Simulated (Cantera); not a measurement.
# Stirred combustor or abatement burner

A perfectly stirred reactor is fed with C2H6 : O2 : N2 : CO2 = 1 : 3.18 : 12 : 0.23 (molar parts), equivalence ratio 1.1, at 20.0 bar; it is adiabatic with a 325 K inlet, and is followed from long to short residence time, starting on the burning branch (τ in s: 0.37, 0.12, 0.038, 0.012, 0.0039, 0.0013, 0.0004, 0.00013, 4.2e-05).

Model: GRI-Mech 3.0 (53 species, 325 reactions), integrated in Cantera. The pressure lies above the range GRI-Mech 3.0 was tuned for (to about 10 atm).

| τ (s) | T (K) | x C2H6 | x O2 | x OH | x HCN | x H2O2 | x C2H | x H |
|---|---|---|---|---|---|---|---|---|
| 0.37 | 2260 | 1.45e-8 | 5.99e-5 | 0.000492 | 1.29e-7 | 2.24e-8 | 4.71e-10 | 0.000170 |
| 0.12 | 2260 | 4.41e-8 | 7.95e-5 | 0.000521 | 3.55e-7 | 2.55e-8 | 1.44e-9 | 0.000180 |
| 0.038 | 2258 | 1.35e-7 | 0.000134 | 0.000593 | 8.98e-7 | 3.45e-8 | 4.47e-9 | 0.000207 |
| 0.012 | 2255 | 4.00e-7 | 0.000267 | 0.000749 | 1.92e-6 | 5.76e-8 | 1.34e-8 | 0.000264 |
| 0.0039 | 2248 | 1.11e-6 | 0.000555 | 0.00102 | 3.44e-6 | 1.10e-7 | 3.66e-8 | 0.000369 |
| 0.0013 | 2237 | 2.89e-6 | 0.00113 | 0.00141 | 5.57e-6 | 2.13e-7 | 9.00e-8 | 0.000535 |
| 0.00040 | 2215 | 8.00e-6 | 0.00235 | 0.00194 | 8.84e-6 | 4.12e-7 | 2.15e-7 | 0.000802 |
| 0.00013 | 2180 | 2.17e-5 | 0.00459 | 0.00242 | 1.33e-5 | 7.33e-7 | 4.53e-7 | 0.00114 |
| 4.2e-5 | 2115 | 6.88e-5 | 0.00940 | 0.00253 | 1.92e-5 | 1.37e-6 | 8.90e-7 | 0.00143 |
x: mole fraction; the columns are a selection and need not sum to one.
